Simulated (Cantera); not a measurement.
Cantera run:

```python
import numpy as np
import cantera as ct

gas_names = """
    F F2 H HF H2 H2F2 H3F3 H4F4 H5F5 H6F6 H7F7 N NF NF2 NF3 NH NH2 NH3 N2 N2H2 N2H4 Si SiF SiF2 SiF3
    SiF4 SiH SiHF3 SiH2 SiH2F2 SiH3 SiH3F SiH4 SiN Si2 Si2N Si3
""".split()
cond_names = """
    Si(cr) Si(L) Si3N4(a)
""".split()


# ... load() reads the species with a 1 bar reference pressure and builds the phases ...
atoms = {
    'Si': {'Si': 1},
    'HF': {'H': 1, 'F': 1},
    'N2': {'N': 2},
    'NF3': {'N': 1, 'F': 3},
}
top_T = {'Si3N4(a)': 2400}  # K; cautious upper limits of use, not melting points


# ... equilibrate(T, P, feed) seeds the gas with the atoms and calls Mixture.equilibrate('TP', solver="vcs", rtol=1e-11, max_steps=5000) ...
results = []
feed = {'Si': 1, 'HF': 1, 'N2': 6.8, 'NF3': 3.5}  # mol
T = 1673  # K
P = 100000  # Pa
mix = equilibrate(T, P, feed)
results.append((T, P, feed, dict(zip(mix.species_names, mix.species_moles))))
x = sorted(zip(gas.X, gas.species_names), reverse=True)
print(f"T = {T:g} K  P = {P:g} Pa  gas = {mix.phase_moles(0):.4g} mol")
print("   x: " + "  ".join(f"{s} {v:.3e}" for v, s in x if v > 1e-05))
print("   condensed (mol): " + ("  ".join(f"{mix.phase(i).name} {mix.phase_moles(i):.4g}"
      for i in range(1, mix.n_phases) if mix.phase_moles(i) > 1e-12) or "none"))
```

Result:

```
T = 1673 K  P = 100000 Pa  gas = 16.97 mol
   x: N2 5.038e-01  F 3.736e-01  SiF4 5.893e-02  HF 5.893e-02  F2 4.690e-03
   condensed (mol): none
```

Method: chemical equilibrium by Gibbs-energy minimisation in Cantera with the NASA 1993 tables (ideal gas, pure condensed phases).
